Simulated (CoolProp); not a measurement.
Vapour-liquid equilibrium of benzene (1) + m-xylene (2) at 399.9 K; x and y are mole fractions of (1).

The numbers come from the multi-fluid Helmholtz-energy mixture model, Thol 2012 and Zhou 2012; pair parameters Bell 2016 in CoolProp.

| x | bubble pressure, mixture model (MPa) | bubble pressure, Raoult's law (MPa) | y, mixture model | y, Raoult's law |
|---|---|---|---|---|
| 0.05 | 0.08585 | 0.08594 | 0.198 | 0.205 |
| 0.125 | 0.1064 | 0.1069 | 0.398 | 0.411 |
| 0.2 | 0.1268 | 0.1279 | 0.533 | 0.550 |
| 0.275 | 0.1471 | 0.1489 | 0.631 | 0.650 |
| 0.35 | 0.1674 | 0.1699 | 0.706 | 0.725 |
| 0.425 | 0.1878 | 0.1909 | 0.766 | 0.783 |
| 0.5 | 0.2084 | 0.2118 | 0.814 | 0.830 |
| 0.575 | 0.2292 | 0.2328 | 0.855 | 0.869 |
| 0.65 | 0.2502 | 0.2538 | 0.889 | 0.901 |
| 0.725 | 0.2715 | 0.2748 | 0.919 | 0.928 |
| 0.8 | 0.2931 | 0.2958 | 0.945 | 0.951 |
| 0.875 | 0.3149 | 0.3168 | 0.968 | 0.972 |
| 0.95 | 0.3369 | 0.3377 | 0.988 | 0.989 |

The largest gap from Raoult's law is -1.6 % in bubble pressure, at x = 0.5. No azeotrope shows between x = 0.05 and 0.95.

The pair parameters rest on a limited set of measurements; away from them the model extrapolates.
